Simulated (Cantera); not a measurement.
A closed system holds: 1 mol MgO, 67 mol HCl, 3.2 mol H2, held at 652 °C and 13.3 mbar.

These are equilibrium values from Cantera (NASA tables, ideal gas, pure condensed phases), not measurements of a reactor. Condensed phases not in the tables: MgOHCl. Equilibrium is a limit: real reactors are often held back by kinetics, nucleation or transport.

```csv
species,before,after
HCl,0.950,0.939
H2,0.0456,0.0462
H2O,0.00268,0.0144
MgCl2,0.00152,0.000156
"MgCl2(s), mol",0.0807,0.989
"MgO(s), mol",0.812,0
```
Gas species are given as mole fractions.

Problem. What was changed between the two runs?
A. temperature from 652 °C to 702 °C
B. pressure from 13.3 mbar to 0.130 bar
C. H2 from 3.2 to 49 mol
D. temperature from 652 °C to 975 °C

Solution. B, pressure from 13.3 mbar to 0.130 bar
